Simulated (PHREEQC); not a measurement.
Make-up at 25 °C: 1.1 mol/kgw NaCl and 0.07 mol/kgw NaHCO3. Closed to the air; pH follows from the charge balance.

Equilibrium calculation in PHREEQC: Pitzer model, pitzer.dat.

Each row changes one thing in this solution. This is a speciation only: nothing precipitates in the calculation.

```tsv
case	pH	HCO3- (mol/kgw)	CO2 (mol/kgw)	CO3-2 (mol/kgw)	SI of Halite (NaCl)
as made	7.72	0.0674	0.00129	0.00129	-1.84
NaHCO3 from 0.07 to 0.035 mol/kgw	7.73	0.0337	0.000642	0.000642	-1.85
0.03 mol/kgw CO2 added	6.37	0.0699	0.0301	5.93e-5	-1.84
diluted 100-fold with water	8.19	?	9.29e-6	7.53e-6	-5.57
temperature from 25 to 5 °C	7.92	0.0675	0.00126	0.00126	-1.81
NaCl from 1.1 to 5.5 mol/kgw	7.21	0.0674	0.00132	0.00132	-0.16
NaHCO3 from 0.07 to 0.063 mol/kgw	7.73	0.0607	0.00116	0.00116	-1.85
0.024 mol/kgw HCl added	?	0.0459	0.0240	3.20e-5	-1.83
```

Problem. Complete the blanks.

Solution. 
- diluted 100-fold with water, HCO3- (mol/kgw): 0.000683
- 0.024 mol/kgw HCl added, pH: 6.29

In brines, pH and single-ion activities rest on the MacInnes convention. Away from 25 °C the constants follow the database's enthalpies or fits; those with neither stay at their 25 °C values.
